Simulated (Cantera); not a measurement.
What does this Cantera script print?

```python
import numpy as np
import cantera as ct

gas = ct.Solution("gri30.yaml")
gas.TPX = 675, 21000, {'CH4': 1, 'O2': 4.17, 'N2': 11}
inlet = ct.Reservoir(gas, clone=True)
gas.equilibrate("HP")  # start burning
reactor = ct.IdealGasConstPressureReactor(gas, energy="on", clone=False)
exhaust = ct.Reservoir(gas, clone=True)
tau = [0.041, 0.022, 0.012, 0.0065, 0.0036, 0.0019, 0.0011, 0.00057, 0.00031, 0.00017, 9.2e-05, 5e-05][0]
for a, b in ((inlet, reactor), (reactor, exhaust)):
    ct.MassFlowController(a, b, mdot=lambda t: reactor.mass / tau)
net = ct.ReactorNet([reactor])
show = ['CH4', 'O2', 'CH3', 'H', 'NO2', 'C2H6', 'H2']

rows = []
print(f"{'tau/s':>10s}{'T/K':>9s}" + "".join(f"{s:>11s}" for s in show))
for tau in [0.041, 0.022, 0.012, 0.0065, 0.0036, 0.0019, 0.0011, 0.00057, 0.00031, 0.00017, 9.2e-05, 5e-05]:
    net.initial_time = 0.0
    net.advance(30 * tau)
    before = gas.X
    net.advance(40 * tau)
    drift = np.max(np.abs(gas.X - before) / (gas.X + 1e-9))
    rows.append([gas.T, *gas[show].X, drift])
    print(f"{tau:10.3e}{gas.T:9.1f}" + "".join(f"{x:11.3e}" for x in gas[show].X))
```

It prints:

```
     tau/s      T/K        CH4         O2        CH3          H        NO2       C2H6         H2
 4.100e-02   1942.8  1.544e-05  1.327e-01  3.516e-06  5.473e-04  2.194e-08  1.001e-11  9.849e-04
 2.200e-02   1920.3  2.341e-05  1.326e-01  4.961e-06  9.158e-04  1.183e-08  1.830e-11  1.367e-03
 1.200e-02   1892.2  3.570e-05  1.325e-01  7.004e-06  1.470e-03  6.395e-09  3.453e-11  1.840e-03
 6.500e-03   1857.6  5.620e-05  1.325e-01  1.012e-05  2.276e-03  3.498e-09  7.109e-11  2.410e-03
 3.600e-03   1818.8  9.002e-05  1.328e-01  1.484e-05  3.297e-03  2.063e-09  1.582e-10  3.021e-03
 1.900e-03   1771.8  1.573e-04  1.336e-01  2.342e-05  4.592e-03  1.252e-09  4.355e-10  3.703e-03
 1.100e-03   1728.6  2.667e-04  1.349e-01  3.628e-05  5.673e-03  8.493e-10  1.212e-09  4.265e-03
 5.700e-04   1673.4  5.509e-04  1.382e-01  6.708e-05  6.502e-03  5.403e-10  5.509e-09  4.908e-03
 3.100e-04   1615.3  1.262e-03  1.444e-01  1.390e-04  6.158e-03  3.740e-10  3.745e-08  5.655e-03
 1.700e-04    675.0  6.184e-02  2.579e-01  4.457e-16  4.238e-24 -2.548e-22 -1.000e-17 -1.331e-16
 9.200e-05    675.0  6.184e-02  2.579e-01  2.424e-16  1.977e-24 -1.574e-25 -6.184e-21 -8.225e-20
 5.000e-05    675.0  6.184e-02  2.579e-01  1.320e-16  9.142e-25 -4.916e-28 -1.931e-23 -2.567e-22
```

Model: GRI-Mech 3.0 (53 species, 325 reactions), integrated in Cantera.
